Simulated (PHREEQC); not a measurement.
Dissolve 0.096 mol NH4HF2, 0.00017 mol H2SiF6, 0.22 mol H3PO4 and 0.025 mol HCl per kg of water at 23 °C. Closed to the air; pH follows from the charge balance.

The numbers come from PHREEQC with the ion-association model, phreeqc.dat.

```csv
quantity,before,after
pH,1.76,2.19
ionic strength (mol/kgw),0.117,0.0168
H2PO4- (mol/kgw),0.0764,0.0121
F- (mol/kgw),0.00936,0.00206
```

Problem. Which change was made?
A) H2SiF6 left out
B) diluted 10-fold with water
C) diluted 100-fold with water
D) H2SiF6 replaced by KF at the same molality
E) temperature from 23 to 40 °C

Solution. B, diluted 10-fold with water

This is a speciation only: nothing precipitates in the calculation. SiF6-2 is the database's only silicon fluoride.
